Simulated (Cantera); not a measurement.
A perfectly stirred reactor is fed with H₂ : O₂ : N₂ = 0.97 : 1 : 1.3 (molar parts), equivalence ratio 0.48, at 0.132 atm; it is held at 1125 K, and followed from long to short residence time.

Detailed kinetics in Cantera: the H2/O2 subset of GRI-Mech 3.0, which has no nitrogen chemistry. The temperature is held fixed by assumption; the heat of reaction is taken as removed at once.

Q: Predict: x(H₂) at τ = 3.50 s; x(O₂) at τ = 3.50 s; x(HO₂) at τ = 3.50 s; x(O) at τ = 3.50 s; x(H₂O₂) at τ = 3.50 s; x(H₂) at τ = 56.0 ms; x(O₂) at τ = 56.0 ms; x(HO₂) at τ = 56.0 ms; x(O) at τ = 56.0 ms; x(H₂O₂) at τ = 56.0 ms.

A: 
```json
{
 "x(H₂) at τ = 3.50 s": "0.000213",
 "x(O₂) at τ = 3.50 s": "0.185",
 "x(HO₂) at τ = 3.50 s": "6.00e-6",
 "x(O) at τ = 3.50 s": "3.72e-5",
 "x(H₂O₂) at τ = 3.50 s": "8.61e-7",
 "x(H₂) at τ = 56.0 ms": "0.00306",
 "x(O₂) at τ = 56.0 ms": "0.186",
 "x(HO₂) at τ = 56.0 ms": "3.20e-5",
 "x(O) at τ = 56.0 ms": "0.000628",
 "x(H₂O₂) at τ = 56.0 ms": "3.17e-6"
}
```
